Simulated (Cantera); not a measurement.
Charge: 1 mol c-C4F8, 0.63 mol F2, equilibrated at 19000 Pa.

Method: chemical equilibrium by Gibbs-energy minimisation in Cantera with the NASA 1993 tables (ideal gas, pure condensed phases). Candidate condensed phases: C; 23 gas species. Ions and electrons are included (thermal ionisation). The feed counts by its element totals alone. The tables' values for C2F4 are old estimates; treat these amounts as uncertain. Gases not in the tables: C2F6 and larger saturated fluorocarbons. The numbers say what is thermodynamically allowed, not how fast it happens.

x: gas mole fraction; n: condensed amount in mol.

```tsv
T (°C)	x CF4	x F	x CF2	x C	x CF	x C3	x CF3	x C2	n C(graphite)
1727	0.967	0.00389	0.0251	1.60e-10	1.81e-5	1.46e-10	0.00429	1.23e-11	1.66
1977	0.808	0.0310	0.144	1.92e-8	0.000428	3.42e-8	0.0168	3.01e-9	1.51
2227	0.393	0.141	0.430	8.76e-7	0.00460	2.62e-6	0.0322	2.41e-7	1.02
2477	0.0593	0.352	0.544	1.99e-5	0.0230	8.88e-5	0.0206	8.59e-6	0.598
2727	___	___	___	___	___	___	___	___	1.04
2977	0.000158	0.679	0.169	0.00239	0.126	0.0191	0.00106	0.00203	1.06
3227	___	0.719	___	___	___	0.0595	___	___	0
3477	1.83e-7	0.755	0.0134	0.0319	0.119	0.0607	1.56e-5	0.0177	0
3727	7.99e-9	0.758	0.00350	0.0729	0.0888	0.0488	1.98e-6	0.0269	0
3977	4.12e-10	0.743	0.000916	0.135	0.0599	0.0291	2.68e-7	0.0315	0
4227	2.45e-11	0.723	0.000235	0.202	0.0359	0.0118	3.79e-8	0.0268	0
4477	1.73e-12	0.709	6.06e-5	0.250	0.0197	0.00336	5.77e-9	0.0173	0
4727	<1e-12	0.703	1.66e-5	0.276	0.0105	0.000821	9.89e-10	0.00964	0
```

**Question.** Fill in the missing entries.

**Answer.** 
- 3227, x CF4: 5.03e-6
- 3227, x CF2: 0.0518
- 3227, x C: 0.0114
- 3227, x CF: 0.146
- 3227, x CF3: 0.000132
- 3227, x C2: 0.00915
- 2727, x CF4: 0.00372
- 2727, x F: 0.561
- 2727, x CF2: 0.362
- 2727, x C: 0.000267
- 2727, x CF: 0.0649
- 2727, x C3: 0.00164
- 2727, x CF3: 0.00578
- 2727, x C2: 0.000167
